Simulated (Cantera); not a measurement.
**Adiabatic ignition**

An adiabatic, constant-volume homogeneous reactor starts with 28.8 % H2, 18.7 % O2, 52.5 % N2, equivalence ratio 0.77, at 1525 K and 10.0 bar.

Detailed kinetics in Cantera: GRI-Mech 3.0 (53 species, 325 reactions). The hydrogen kinetics of GRI-Mech 3.0 are dated; newer H2 mechanisms differ, most at raised pressure. Above 3000 K some thermodynamic fits are extrapolated.

```
t (s)     T (K)  P (bar)    x H2    x O2    x N2O     x O     x H  x H2O
--------  -----  -------  ------  ------  -------  ------  ------  -----
9.00e-6    3258     19.1  0.0291  0.0436  4.28e-6  0.0123  0.0129  0.264
1.96e-5    3249     19.0  0.0294  0.0407  4.53e-6  0.0116  0.0127  0.264
4.29e-5    3243     19.0  0.0297  0.0386  4.83e-6  0.0111  0.0126  0.265
9.35e-5    3241     19.0  0.0298  0.0382  4.90e-6  0.0110  0.0125  0.265
0.000204   3241     19.0  0.0298  0.0382  4.91e-6  0.0110  0.0125  0.265
0.000445   3241     19.0  0.0298  0.0382  4.91e-6  0.0110  0.0125  0.265
0.000972   3241     19.0  0.0298  0.0382  4.91e-6  0.0110  0.0125  0.265
0.00212    3241     19.0  0.0298  0.0382  4.91e-6  0.0110  0.0125  0.265
0.00463    3241     19.0  0.0298  0.0382  4.91e-6  0.0110  0.0125  0.265
0.0101     3241     19.0  0.0298  0.0382  4.91e-6  0.0110  0.0125  0.265
0.0220     3241     19.0  0.0298  0.0382  4.91e-6  0.0110  0.0125  0.265
0.0481     3241     19.0  0.0298  0.0382  4.91e-6  0.0110  0.0125  0.265
0.105      3241     19.0  0.0298  0.0382  4.91e-6  0.0110  0.0125  0.265
0.229      3241     19.0  0.0298  0.0382  4.91e-6  0.0110  0.0125  0.265
0.500      3241     19.0  0.0298  0.0382  4.91e-6  0.0110  0.0125  0.265
```
x: mole fraction; the columns are a selection and need not sum to one.

The time of steepest temperature rise is 1.11 µs and the temperature at 0.500 s is 3241 K. The equilibrium temperature is 3241 K and the x(H2) at 0.500 s is 0.0298 (gas-phase equilibrium 0.0298). The x(O2) at 0.500 s is 0.0382 (gas-phase equilibrium 0.0382) and the x(N2O) at 0.500 s is 4.91e-6 (gas-phase equilibrium 4.91e-6).
